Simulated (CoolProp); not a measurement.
Vapour-liquid equilibrium of toluene (1) + n-octane (2) at 2.79 kPa; x and y are mole fractions of (1).

Model: multi-fluid Helmholtz-energy mixture model, Lemmon 2006 and Beckmüller 2019; pair parameters Bell 2016, in CoolProp.

Q: Give the bubble temperature and the first vapour's composition at x = 0.2, 0.35, 0.5. Is there an azeotrope?

A: x = 0.2: 299.9 K, y = 0.399; x = 0.35: 297.3 K, y = 0.563; x = 0.5: 295.5 K, y = 0.678. No azeotrope shows between x = 0.05 and 0.95.

Pair parameters are fitted to limited data, so mixtures are less certain than the pure fluids.
